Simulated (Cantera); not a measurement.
What does this Cantera script print?

```python
import numpy as np
import cantera as ct

gas_names = """
    AL ALN ALO ALO2 AL2 AL2O AL2O2 N NO NO2 NO3 N2 N2O O O2 O3
""".split()
cond_names = """
    AL(cr) AL(L) ALN(s) AL2O3(a) AL2O3(L)
""".split()


# ... load() reads the species with a 1 bar reference pressure and builds the phases ...
atoms = {
    'Al2O3': {'AL': 2, 'O': 3},
    'N2': {'N': 2},
}
top_T = {'ALN(s)': 2750}  # K; cautious upper limits of use, not melting points


# ... equilibrate(T, P, feed) seeds the gas with the atoms and calls Mixture.equilibrate('TP', solver="vcs", rtol=1e-11, max_steps=5000) ...
results = []
feed = {'Al2O3': 1, 'N2': 0.54}  # mol
P = 78000  # Pa
for T in [2173, 2223, 2273, 2323, 2373, 2423, 2473, 2523, 2573, 2623, 2673, 2723, 2773]:
    mix = equilibrate(T, P, feed)
    results.append((T, P, feed, dict(zip(mix.species_names, mix.species_moles))))
    x = sorted(zip(gas.X, gas.species_names), reverse=True)
    print(f"T = {T:g} K  P = {P:g} Pa  gas = {mix.phase_moles(0):.4g} mol")
    print("   x: " + "  ".join(f"{s} {v:.3e}" for v, s in x if v > 0.001))
    print("   condensed (mol): " + ("  ".join(f"{mix.phase(i).name} {mix.phase_moles(i):.4g}"
          for i in range(1, mix.n_phases) if mix.phase_moles(i) > 1e-12) or "none"))
```

It prints:

```
T = 2173 K  P = 78000 Pa  gas = 0.54 mol
   x: N2 1.000e+00
   condensed (mol): AL2O3(a) 1
T = 2223 K  P = 78000 Pa  gas = 0.54 mol
   x: N2 1.000e+00
   condensed (mol): AL2O3(a) 1
T = 2273 K  P = 78000 Pa  gas = 0.54 mol
   x: N2 1.000e+00
   condensed (mol): AL2O3(a) 1
T = 2323 K  P = 78000 Pa  gas = 0.54 mol
   x: N2 1.000e+00
   condensed (mol): AL2O3(a) 1
T = 2373 K  P = 78000 Pa  gas = 0.54 mol
   x: N2 1.000e+00
   condensed (mol): AL2O3(L) 1
T = 2423 K  P = 78000 Pa  gas = 0.54 mol
   x: N2 1.000e+00
   condensed (mol): AL2O3(L) 1
T = 2473 K  P = 78000 Pa  gas = 0.54 mol
   x: N2 1.000e+00
   condensed (mol): AL2O3(L) 1
T = 2523 K  P = 78000 Pa  gas = 0.54 mol
   x: N2 9.999e-01
   condensed (mol): AL2O3(L) 1
T = 2573 K  P = 78000 Pa  gas = 0.5401 mol
   x: N2 9.999e-01
   condensed (mol): AL2O3(L) 1
T = 2623 K  P = 78000 Pa  gas = 0.5401 mol
   x: N2 9.998e-01
   condensed (mol): AL2O3(L) 1
T = 2673 K  P = 78000 Pa  gas = 0.5401 mol
   x: N2 9.997e-01
   condensed (mol): AL2O3(L) 1
T = 2723 K  P = 78000 Pa  gas = 0.5402 mol
   x: N2 9.995e-01
   condensed (mol): AL2O3(L) 0.9999
T = 2773 K  P = 78000 Pa  gas = 0.5404 mol
   x: N2 9.992e-01
   condensed (mol): AL2O3(L) 0.9999
```

Method: chemical equilibrium by Gibbs-energy minimisation in Cantera with the NASA 1993 tables (ideal gas, pure condensed phases).
